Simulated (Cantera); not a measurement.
# Premixed flame

A freely propagating, adiabatic, planar premixed flame of CO : H2 : O2 : N2 = 1 : 0.058 : 0.378 : 1.36 (molar parts), unburnt at 300 K and 0.109 atm; mixture-averaged transport, grid criteria slope 0.08 and curve 0.16, no radiation.

Cantera simulation using GRI-Mech 3.0 (53 species, 325 reactions); the numbers are that mechanism's predictions, not measurements. Burning velocities carry a grid error of a few per cent, more on coarse grids.

```json
[
 {"z (mm)": "-31.5", "T (K)": "300", "u (m/s)": "0.623", "x CO": "0.358", "x H2": "0.0207", "x O2": "0.135", "x NO": "<1e-8", "x H2O": "<1e-8", "x HO2": "<1e-8"},
 {"z (mm)": "-21.0", "T (K)": "300", "u (m/s)": "0.623", "x CO": "0.358", "x H2": "0.0207", "x O2": "0.135", "x NO": "<1e-8", "x H2O": "<1e-8", "x HO2": "<1e-8"},
 {"z (mm)": "-15.7", "T (K)": "300", "u (m/s)": "0.623", "x CO": "0.358", "x H2": "0.0207", "x O2": "0.135", "x NO": "<1e-8", "x H2O": "<1e-8", "x HO2": "<1e-8"},
 {"z (mm)": "-10.5", "T (K)": "300", "u (m/s)": "0.623", "x CO": "0.358", "x H2": "0.0207", "x O2": "0.135", "x NO": "<1e-8", "x H2O": "<1e-8", "x HO2": "<1e-8"},
 {"z (mm)": "-5.25", "T (K)": "300", "u (m/s)": "0.623", "x CO": "0.358", "x H2": "0.0206", "x O2": "0.135", "x NO": "<1e-8", "x H2O": "1.00e-6", "x HO2": "2.50e-7"},
 {"z (mm)": "-2.62", "T (K)": "313", "u (m/s)": "0.649", "x CO": "0.358", "x H2": "0.0201", "x O2": "0.135", "x NO": "<1e-8", "x H2O": "0.000131", "x HO2": "4.67e-5"},
 {"z (mm)": "0", "T (K)": "702", "u (m/s)": "1.44", "x CO": "0.335", "x H2": "0.0156", "x O2": "0.121", "x NO": "9.08e-8", "x H2O": "0.00480", "x HO2": "2.35e-5"},
 {"z (mm)": "2.62", "T (K)": "1102", "u (m/s)": "2.22", "x CO": "0.276", "x H2": "0.00438", "x O2": "0.0818", "x NO": "1.98e-6", "x H2O": "0.0109", "x HO2": "5.25e-6"},
 {"z (mm)": "5.25", "T (K)": "1322", "u (m/s)": "2.61", "x CO": "0.221", "x H2": "0.00150", "x O2": "0.0465", "x NO": "8.02e-6", "x H2O": "0.00760", "x HO2": "1.93e-6"},
 {"z (mm)": "10.5", "T (K)": "1505", "u (m/s)": "2.91", "x CO": "0.192", "x H2": "0.00181", "x O2": "0.0327", "x NO": "2.18e-5", "x H2O": "0.00502", "x HO2": "1.02e-6"},
 {"z (mm)": "21.0", "T (K)": "1667", "u (m/s)": "3.19", "x CO": "0.188", "x H2": "0.00240", "x O2": "0.0309", "x NO": "3.98e-5", "x H2O": "0.00837", "x HO2": "7.71e-7"},
 {"z (mm)": "42.0", "T (K)": "1827", "u (m/s)": "3.45", "x CO": "0.181", "x H2": "0.00260", "x O2": "0.0279", "x NO": "6.23e-5", "x H2O": "0.0119", "x HO2": "5.47e-7"},
 {"z (mm)": "83.9", "T (K)": "1978", "u (m/s)": "3.70", "x CO": "0.172", "x H2": "0.00249", "x O2": "0.0235", "x NO": "0.000108", "x H2O": "0.0147", "x HO2": "3.59e-7"}
]
```
x: mole fraction of selected species; z is measured from the peak of heat release.

```yaml
laminar_burning_velocity: 62.3 cm/s
thermal_thickness: 10.5 mm
peak x(HO2): 0.000117
grid_points: 147
```
